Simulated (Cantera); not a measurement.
Equilibrium for fluorocarbon and chlorocarbon gases: CH3Cl + HCl + H2

Feed: 1 mol CH3Cl, 2.5 mol HCl, 0.16 mol H2, held at 12.0 mbar.

Method: chemical equilibrium by Gibbs-energy minimisation in Cantera with the NASA 1993 tables (ideal gas, pure condensed phases). Candidate condensed phases: C, C6H6, C7H8, C8H18; 103 gas species. Ions and electrons are included (thermal ionisation). The tables' values for CCl are old estimates; treat these amounts as uncertain. Kinetics and transport are ignored.

From 2000 K to 3000 K the condensed part is C(graphite). From 3500 K to 5000 K nothing is condensed. The main C-bearing gas is C2H2 (acetylene) at 2000 K and C at 5000 K.

| T (K) | x HCl | x H | x Cl | x H2 | x C | x C3 | x C2 | x C2H2 (acetylene) | n C(graphite) |
|---|---|---|---|---|---|---|---|---|---|
| 2000 | 0.726 | 0.00742 | 0.0161 | 0.250 | 2.54e-9 | 2.31e-9 | 1.95e-10 | 0.000192 | 0.998 |
| 2500 | 0.486 | 0.112 | 0.162 | 0.237 | 1.39e-5 | 4.14e-5 | 3.82e-6 | 0.00257 | 0.970 |
| 3000 | 0.102 | 0.430 | 0.335 | 0.0891 | 0.00422 | 0.0260 | 0.00264 | 0.00554 | 0.107 |
| 3500 | 0.0102 | 0.564 | 0.349 | 0.0109 | 0.0434 | 0.0132 | 0.00840 | 7.22e-5 | 0 |
| 4000 | 0.00139 | 0.563 | 0.340 | 0.00150 | 0.0909 | 0.000378 | 0.00265 | 2.48e-7 | 0 |
| 4500 | 0.000298 | 0.564 | 0.339 | 0.000319 | 0.0962 | 5.03e-6 | 0.000382 | 1.07e-9 | 0 |
| 5000 | 8.69e-5 | 0.564 | 0.339 | 9.22e-5 | 0.0966 | 1.41e-7 | 7.46e-5 | 1.28e-11 | 0 |
x: gas mole fraction; n: condensed amount in mol.
